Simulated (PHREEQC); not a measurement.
Reverse-osmosis reject: an equilibrium model

A made-up water analysis in mg/kgw, 25 °C, pH 7.75: Na 2490; K 11.6; Ca 213; Mg 169; Cl 4010; S(6) as SO4 731; Alkalinity as HCO3 0.127; Br 325.

Cl is adjusted to close the charge balance.
Valence states are taken as typed.

Equilibrium calculation in PHREEQC: Pitzer model, pitzer.dat.

This is a speciation only: nothing precipitates in the calculation.

Problem. What specific conductance, osmotic coefficient, density does the model give?

Solution. specific conductance 13300 µS/cm; osmotic coefficient 0.906; density 1.003 g/cm³.

Problem. In which forms is C present?

Solution. HCO3- 96 %, CO2 3.0 %, CO3-2 0.8 % of the C.

Species that the database lacks are ignored.
